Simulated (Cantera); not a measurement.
## Thermodynamics of hydrogen reduction and annealing atmospheres, feed Cu₂O + H₂ + H₂O

Charge: 1 mol Cu₂O, 2200 mol H₂, 0.071 mol H₂O.

Cantera equilibrium calculation (NASA polynomials, part measured and part estimated; ideal gas, pure solids and liquids). Candidate condensed phases: Cu, CuO, Cu(OH)₂, Cu₂O, H₂O; 12 gas species. Kinetics and transport are ignored.

### Question
Map the stable condensed phases over T = 1400, 1450, 1500, 1550, 1600, 1650, 1700, 1750, 1800 K and P in Pa = 10, 52, 270, 1400, 7200, 37000, 190000, 1000000.

### Answer
```
T in K \ P in Pa
              10      52     270    1400    7200   37000  190000 1000000
   1800        A       A       A       A       A       A       B       B
   1750        A       A       A       A       A       B       B       B
   1700        A       A       A       A       A       B       B       B
   1650        A       A       A       A       A       B       B       B
   1600        A       A       A       A       B       B       B       B
   1550        A       A       A       A       B       B       B       B
   1500        A       A       A       B       B       B       B       B
   1450        A       A       A       B       B       B       B       B
   1400        A       A       B       B       B       B       B       B
```
A: gas only; B: Cu.
